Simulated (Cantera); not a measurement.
# Low-pressure radical oxidation in H2/O2

An isothermal, constant-pressure homogeneous reactor starts with H₂ : O₂ = 0.011 : 1 (molar parts), at 1223 K and 10.00 Torr.

Model: GRI-Mech 3.0 (53 species, 325 reactions), integrated in Cantera. Radical loss at walls, strong at low pressure, is not modelled.

| t (s) | x H₂ | x O₂ | x OH | x HO₂ | x O |
|---|---|---|---|---|---|
| 4.00e-6 | 0.0109 | 0.989 | 3.08e-12 | 6.06e-11 | 3.09e-12 |
| 1.80e-5 | 0.0109 | 0.989 | 5.47e-11 | 2.72e-10 | 5.53e-11 |
| 8.08e-5 | 0.0109 | 0.989 | 6.99e-10 | 1.23e-9 | 7.33e-10 |
| 0.000363 | 0.0109 | 0.989 | 5.90e-9 | 5.52e-9 | 7.10e-9 |
| 0.00163 | 0.0109 | 0.989 | 1.67e-7 | 2.53e-8 | 2.33e-7 |
| 0.00734 | 0.00226 | 0.981 | 0.00204 | 1.48e-6 | 0.00627 |
| 0.0330 | 4.44e-5 | 0.980 | 0.000864 | 8.44e-7 | 0.00818 |
| 0.148 | 2.64e-5 | 0.984 | 0.000668 | 6.61e-7 | 0.00478 |
| 0.667 | 6.14e-6 | 0.988 | 0.000324 | 3.05e-7 | 0.00109 |
| 3.00 | 5.84e-7 | 0.989 | 0.000100 | 6.51e-8 | 0.000104 |
x: mole fraction; the columns are a selection and need not sum to one.

Equilibrium at this temperature and pressure: H₂ 1.95e-9, O₂ 0.989, OH 5.85e-6, HO₂ 6.19e-9, O 3.50e-7 (gas phase only).
